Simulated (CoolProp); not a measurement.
Computed with CoolProp (reference Helmholtz-energy equation of state, Smukala 2000).

Problem. Give the vapour pressure (bar), liquid density (kg/m³), enthalpy of vaporisation (kJ/kg), liquid cp (kJ/(kg K)) of saturated ethylene at 213.1, 246.8 K.

Solution. 
```csv
T (K),p (bar),liquid density (kg/m³),enthalpy of vaporisation (kJ/kg),liquid cp (kJ/(kg K))
213.1,7.53,499,406,2.63
246.8,21.4,430,316,3.24
```
